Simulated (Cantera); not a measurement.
Charge: 1 mol c-C4F8, 0.013 mol HCl, at 1077 °C and 5500 Pa.

Method: chemical equilibrium by Gibbs-energy minimisation in Cantera with the NASA 1993 tables (ideal gas, pure condensed phases). Candidate condensed phases: C, C6H6, C7H8, C8H18; 118 gas species. The feed counts by its element totals alone. Gases not in the tables: C2F6 and larger saturated fluorocarbons. Rates play no part.

Base state: CF4 0.988, HF 0.00630, Cl 0.00241, CClF3 0.00211, Cl2 0.000881, HCl 0.000146, CF2 1.50e-5 (mole fractions); condensed: C(graphite).

### Question
What changes in the equilibrium state with this change: HCl from 0.013 to 0.021 mol?

### Answer
```tsv
species	before	after
CF4	0.988	0.981
HF	0.00630	0.0100
Cl	0.00241	0.00344
HCl	0.000146	0.000331
Cl2	0.000881	0.00179
CClF3	0.00211	0.00299
CF2	1.50e-5	1.49e-5
C(graphite), mol	2.00	2.00
```

### Question
What changes in the equilibrium state with this change: HCl from 0.013 to 0.16 mol?

### Answer
| species | before | after |
|---|---|---|
| CF4 | 0.988 | 0.884 |
| HF | 0.00630 | 0.0650 |
| Cl2 | 0.000881 | 0.0216 |
| Cl | 0.00241 | 0.0119 |
| HCl | 0.000146 | 0.00766 |
| CCl2F2 | 4.13e-6 | 9.58e-5 |
| CClF3 | 0.00211 | 0.00962 |
| CF2 | 1.50e-5 | 1.42e-5 |
| C(graphite), mol | 2.00 | 2.03 |
